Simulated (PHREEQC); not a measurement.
Dissolve 0.0098 mol/kgw H2SO4 and 0.12 mol/kgw KCl at 35 °C. Closed to the air; pH follows from the charge balance.

The numbers come from PHREEQC with the ion-association model, phreeqc.dat.

This is a speciation only: nothing precipitates in the calculation.

Order these S species by the share of S that they hold, largest first: SO4-2, KSO4-, HSO4-.

SO4-2 (50 %), HSO4- (34 %), KSO4- (16 %)

The pH is 1.88 and the ionic strength 0.140 mol/kgw.
